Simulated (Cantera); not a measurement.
Charge: 1 mol SiC, 0.08 mol H₂O, 11 mol H₂, held at 1298 K and 13300 Pa.

Cantera equilibrium calculation (NASA polynomials, part measured and part estimated; ideal gas, pure solids and liquids). Candidate condensed phases: C, C₆H₆, C₇H₈, C₈H₁₈, H₂O, Si, SiC, SiO₂; 123 gas species. Mutual solubility and eutectic melting of coexisting phases are not modelled. The tables hold silica as quartz up to 1696 K and as liquid above; real silica turns to tridymite and cristobalite and melts near 1996 K. Rates play no part.

Base state: H₂ 0.997, CO 0.00196, CH₄ 0.000657 (mole fractions); condensed: SiC(s) + SiO₂(β-quartz).

Q: What changes in the equilibrium state with this change: temperature from 1298 K to 950 K?

A: 
```tsv
species	before	after
H₂	0.997	0.996
CH₄	0.000657	0.00362
CO	0.00196	9.00e-9
SiC(s), mol	0.971	0.960
SiO₂(β-quartz), mol	0.0291	0.0400
```
